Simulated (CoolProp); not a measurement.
Model: reference Helmholtz-energy equation of state, Span 2000, in CoolProp.

### Question
For nitrogen, give the phase and the Joule-Thomson coefficient (K/MPa) at 117.1 K and 6.7 MPa; 304.4 K and 6.7 MPa.

### Answer
- 117.1 K and 6.7 MPa: liquid; Joule-Thomson coefficient 0.167
- 304.4 K and 6.7 MPa: supercritical; Joule-Thomson coefficient 1.57
